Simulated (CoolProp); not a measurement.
A single-stage vapour-compression cycle with the fluid: evaporating at 314.15 K (dew point), condensing at 347.15 K (bubble point), superheat 0 K, subcooling 0 K, compressor efficiency 0.65, no pressure losses. The same conditions are run with several fluids, on thermodynamics alone (safety and materials aside).

The numbers come from the reference Helmholtz-energy equation of state of each fluid (trans-2-butene: Lemmon 2005; R124: de Vries 1995; R365MFC: Lemmon 2016; ethanol: Schroeder 2014; cis-2-butene: Lemmon 2005; R227EA: Lemmon 2016) in CoolProp.

```csv
fluid,cooling COP,pressure ratio,discharge temperature (K),refrigerating effect (kJ/kg),volumetric capacity (kJ/m³)
trans-2-butene,5.21,2.30,(withheld),281,2530
R124,4.80,2.26,(withheld),95.9,(withheld)
R365MFC,5.20,2.86,347.1,140,868
ethanol,5.72,4.51,(withheld),812,273
cis-2-butene,5.29,2.34,(withheld),295,2430
R227EA,4.06,2.26,347.2,58.3,3390
```

Question: Complete the blanks.

Answer: 
- trans-2-butene, discharge temperature (K): 353.6
- R124, discharge temperature (K): 351.4
- R124, volumetric capacity (kJ/m³): 3590
- ethanol, discharge temperature (K): 402.9
- cis-2-butene, discharge temperature (K): 356.5

The compression ends wet for: R365MFC; R227EA.
